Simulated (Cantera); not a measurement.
Feed: 1 mol Ta2O5, 1.7 mol C, 0.27 mol CO, 0.46 mol CH4, held at 1623.15 K.

These are equilibrium values from Cantera (NASA tables, ideal gas, pure condensed phases), not measurements of a reactor. Candidate condensed phases: C, C6H6, C7H8, C8H18, H2O, Ta, TaC, Ta2O5; 113 gas species. Mutual solubility and eutectic melting of coexisting phases are not modelled. TaC: taken at fixed stoichiometry. Condensed phases not in the tables: Ta2C. Rates play no part.

Q: At 0.220 bar, list the 4 most abundant gas species with their mole fractions, and the condensed phases.

A: CO 0.662, H2 0.336, H2O 0.00124, CO2 0.000786. Condensed: TaC(s) + Ta2O5(s).
